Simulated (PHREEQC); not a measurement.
PHREEQC input (Pitzer model, pitzer.dat):

```
SOLUTION 1
  temp 20
  units mol/kgw
  pH 7 charge
  S(6) 0.0003
  Ca 0.0003
  Br 0.99
  Na 0.115
  Mg 0.48
  Cl 0.255
  K 0.17
END
USE solution 1
INCREMENTAL_REACTIONS false
REACTION 1
  H2O -1
  0 9.886 18.011 24.689 30.178 34.689 38.397 41.444 moles
EQUILIBRIUM_PHASES 1
  Arcanite 0 0
  Bischofite 0 0
  Bloedite 0 0
  Brucite 0 0
  Carnallite 0 0
  Epsomite 0 0
  Glaserite 0 0
  Glauberite 0 0
  Gypsum 0 0
  Anhydrite 0 0
  Halite 0 0
  Hexahydrite 0 0
  Kainite 0 0
  Kieserite 0 0
  Leonite 0 0
  Mirabilite 0 0
  Misenite 0 0
  Polyhalite 0 0
  Portlandite 0 0
  Schoenite 0 0
  Sylvite 0 0
  Syngenite 0 0
  Thenardite 0 0
  MgCl2_4H2O 0 0
SELECTED_OUTPUT 1
  -reset false
  -pH true
  -pe true
  -ionic_strength true
  -water true
  -activities H2O
  -totals Br Ca Cl K Mg Na S
  -molalities H+ Na+ K+ Mg+2 Ca+2 Cl- SO4-2 Br- OH- HSO4-
    MgOH+
  -equilibrium_phases Arcanite Bischofite Bloedite Brucite Carnallite Epsomite Glaserite Glauberite Gypsum Anhydrite
    Halite Hexahydrite Kainite Kieserite Leonite Mirabilite Misenite Polyhalite Portlandite Schoenite
    Sylvite Syngenite Thenardite MgCl2_4H2O
PRINT
  -reset false
END
```

Selected output (columns that matter, 8 of 8 rows; water left (kg) added in front):

```
water left (kg)	pH	mu	Br	Ca	Cl	K	Mg	Na	S	m_H+	m_Na+	m_K+	m_Mg+2	la_H2O
1	6.2063	1.7262	0.99	0.0003	0.255	0.17	0.48	0.115	0.0003	5.2757e-07	0.115	0.17	0.48	-0.015865
0.821894	6.1041	2.1003	1.2045	0.00036501	0.31026	0.20684	0.58402	0.13992	0.00036501	5.8705e-07	0.13992	0.20684	0.58402	-0.020086
0.675514	5.983	2.5554	1.4656	0.00044411	0.37749	0.25166	0.71057	0.17024	0.00044411	6.5894e-07	0.17024	0.25166	0.71057	-0.025672
0.555203	5.8379	3.1091	1.7831	0.00054034	0.45929	0.30619	0.86455	0.20713	0.00054034	7.477e-07	0.20713	0.30619	0.86455	-0.03317
0.456313	5.6629	3.7829	2.1696	0.00065744	0.55883	0.37255	1.0519	0.25202	0.00065744	8.5974e-07	0.25202	0.37255	1.0519	-0.043383
0.375043	5.4506	4.6027	2.6397	0.00079991	0.67992	0.45328	1.2799	0.30663	0.00079991	1.0043e-06	0.30663	0.45328	1.2799	-0.05749
0.30824	5.1921	5.6002	3.2118	0.00097327	0.82728	0.55152	1.5572	0.37309	0.00097327	1.1948e-06	0.37309	0.55152	1.5572	-0.077233
0.253345	4.8767	6.8136	3.9077	0.0011842	1.0065	0.67102	1.8947	0.45393	0.0011842	1.4507e-06	0.45393	0.67102	1.8946	-0.10517
```

Complexes and solids missing from the database can't appear.
